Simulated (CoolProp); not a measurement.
Carbon monoxide along the isobar 2.25 MPa: Z from the reference equation and from simpler models built on Tc = 132.9 K, pc = 3.498 MPa, ω = 0.050; each cubic takes its own stable root.

Computed with CoolProp (reference Helmholtz-energy equation of state, Lemmon 2006). It is a short technical equation, of lower accuracy than the large ones.

```csv
T (K),phase,reference,van der Waals,Redlich-Kwong,Soave-Redlich-Kwong,Peng-Robinson
80.8,liquid,0.1170,0.1702,0.1164,0.1170,___
124.6,gas,0.6366,0.6980,0.6416,0.6390,___
168.4,gas,0.8926,___,0.8891,___,0.8764
212.2,gas,0.9550,0.9436,0.9516,0.9589,0.9454
255.9,gas,0.9810,0.9696,0.9774,0.9854,0.9748
299.7,gas,0.9939,0.9834,0.9901,0.9980,0.9894
343.5,gas,1.001,0.9914,0.9970,1.004,0.9974
387.3,gas,1.005,0.9964,1.001,1.008,1.002
```

Q: Complete the blanks.

A: 
- 80.8, Peng-Robinson: 0.1037
- 124.6, Peng-Robinson: 0.6157
- 168.4, van der Waals: 0.8865
- 168.4, Soave-Redlich-Kwong: 0.8940
